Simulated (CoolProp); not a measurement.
A simple Rankine cycle with vinyl chloride: condensing at 289.15 K, boiler at 3.77 MPa, turbine inlet 429 K, turbine efficiency 0.7, pump efficiency 0.7, no recuperator. Each further row changes one setting.

Values from CoolProp's reference Helmholtz-energy equation of state, Thol 2022.

```
case                             thermal efficiency (%)  net work (kJ/kg)  heat in (kJ/kg)  turbine exit temperature (K)  volume ratio over the turbine
-------------------------------  ----------------------  ----------------  ---------------  ----------------------------  -----------------------------
as stated                                          15.5              64.3              416                         312.1                           11.9
condensing temperature 281.15 K                    16.5              70.7              428                         303.5                           15.3
boiler pressure 2.64 MPa                           14.3              62.7              437                         336.3                           8.04
turbine efficiency 0.6                             13.1              54.4              416                         322.7                           12.4
```
